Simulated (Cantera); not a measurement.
What does this Cantera script print?

```python
import numpy as np
import cantera as ct

gas_names = [...]  # 58 gases of nasa_gas.yaml made of F, H, N, O, Si
cond_names = """
    H2O(s) H2O(L) Si(cr) Si(L) SiO2(Lqz) SiO2(hqz) SiO2(L) Si2N2O(s) Si3N4(a)
""".split()


# ... load() reads the species with a 1 bar reference pressure and builds the phases ...
atoms = {
    'SiF4': {'Si': 1, 'F': 4},
    'O3': {'O': 3},
    'H2': {'H': 2},
    'N2O': {'N': 2, 'O': 1},
}
top_T = {'Si2N2O(s)': 2100, 'Si3N4(a)': 2400}  # K; cautious upper limits of use, not melting points


# ... equilibrate(T, P, feed) seeds the gas with the atoms and calls Mixture.equilibrate('TP', solver="vcs", rtol=1e-11, max_steps=5000) ...
results = []
feed = {'SiF4': 1, 'O3': 2.2, 'H2': 2.7, 'N2O': 23}  # mol
P = 2000  # Pa
for T in [950, 1050, 1150, 1250, 1350, 1450, 1550, 1650, 1750, 1850]:
    mix = equilibrate(T, P, feed)
    results.append((T, P, feed, dict(zip(mix.species_names, mix.species_moles))))

top = {s: max(r[3][s] / sum(r[3][g] for g in gas_names) for r in results) for s in gas_names}
cols = sorted((s for s in top if top[s] > 1e-06), key=lambda s: -top[s])[:8]
seen = [c for c in cond_names if any(r[3].get(c, 0) > 1e-12 for r in results)]
print("log10 of partial pressures in bar; condensed amounts in mol")
print(f"{'T/K':>10s}" + "".join(f"{s[:9]:>10s}" for s in cols + seen))
for T, P, feed, n in results:
    ng = sum(n[g] for g in gas_names)
    print(f"{T:10.4g}" + "".join(f"{np.log10(max(n[s] / ng * P / 1e5, 1e-99)):10.3f}" for s in cols)
          + "".join(f"{n.get(c, 0):10.4g}" for c in seen))
```

Output:

```
log10 of partial pressures in bar; condensed amounts in mol
       T/K        N2        O2        HF       H2O      SiF4        NO        OH         O SiO2(hqz)   SiO2(L)
       950    -1.949    -2.182    -2.833    -3.232    -3.913    -6.431    -8.878   -11.589    0.7504         0
      1050    -1.950    -2.183    -2.782    -3.308    -4.123    -5.953    -8.065   -10.266    0.8456         0
      1150    -1.951    -2.184    -2.752    -3.367    -4.352    -5.558    -7.392    -9.172    0.9088         0
      1250    -1.951    -2.184    -2.734    -3.407    -4.595    -5.227    -6.821    -8.252    0.9478         0
      1350    -1.952    -2.185    -2.724    -3.433    -4.842    -4.944    -6.330    -7.467    0.9704         0
      1450    -1.952    -2.185    -2.719    -3.448    -5.082    -4.700    -5.903    -6.790     0.983         0
      1550    -1.952    -2.186    -2.716    -3.458    -5.306    -4.488    -5.529    -6.199    0.9898         0
      1650    -1.953    -2.186    -2.714    -3.464    -5.511    -4.302    -5.200    -5.680    0.9937         0
      1750    -1.953    -2.188    -2.713    -3.471    -5.701    -4.137    -4.909    -5.220         0    0.9959
      1850    -1.954    -2.189    -2.713    -3.480    -5.875    -3.990    -4.651    -4.809         0    0.9972
```

Cantera equilibrium calculation (NASA polynomials, part measured and part estimated; ideal gas, pure solids and liquids). The tables hold silica as quartz up to 1696 K and as liquid above; real silica turns to tridymite and cristobalite and melts near 1996 K.
